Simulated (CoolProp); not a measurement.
Vapour pressure (kPa) of cyclopentane: the reference equation beside estimates from Tc = 238.6 °C, pc = 4583 kPa, ω = 0.202. Clausius-Clapeyron is anchored at 21.55 °C with a constant enthalpy of vaporisation of 28.69 kJ/mol.

Computed with CoolProp (reference Helmholtz-energy equation of state, Gedanitz 2015).

```json
[
 {"T (°C)": "0.15", "reference": "14.33", "Lee-Kesler": "13.62", "Clausius-Clapeyron": "14.75", "van der Waals": "196.5", "Peng-Robinson": "14.56"},
 {"T (°C)": "21.55", "reference": "36.90", "Lee-Kesler": "35.59", "Clausius-Clapeyron": "36.90", "van der Waals": "312.9", "Peng-Robinson": "37.05"},
 {"T (°C)": "42.85", "reference": "81.70", "Lee-Kesler": "79.96", "Clausius-Clapeyron": "81.23", "van der Waals": "469.1", "Peng-Robinson": "81.55"},
 {"T (°C)": "64.25", "reference": "161.8", "Lee-Kesler": "160.3", "Clausius-Clapeyron": "162.4", "van der Waals": "672.2", "Peng-Robinson": "161.2"},
 {"T (°C)": "85.55", "reference": "291.6", "Lee-Kesler": "291.6", "Clausius-Clapeyron": "298.0", "van der Waals": "925.2", "Peng-Robinson": "290.6"},
 {"T (°C)": "106.85", "reference": "488.4", "Lee-Kesler": "491.6", "Clausius-Clapeyron": "510.9", "van der Waals": "1233", "Peng-Robinson": "487.9"},
 {"T (°C)": "128.25", "reference": "772.7", "Lee-Kesler": "780.5", "Clausius-Clapeyron": "829.0", "van der Waals": "1603", "Peng-Robinson": "774.7"},
 {"T (°C)": "149.55", "reference": "1162", "Lee-Kesler": "1176", "Clausius-Clapeyron": "1278", "van der Waals": "2034", "Peng-Robinson": "1170"}
]
```

Absolute difference from the reference over all 8 rows, mean and median: Lee-Kesler 1.8 and 1.1 %, Clausius-Clapeyron 3.5 and 2.6 %, van der Waals 420.1 and 266.4 %, Peng-Robinson 0.5 and 0.4 %.
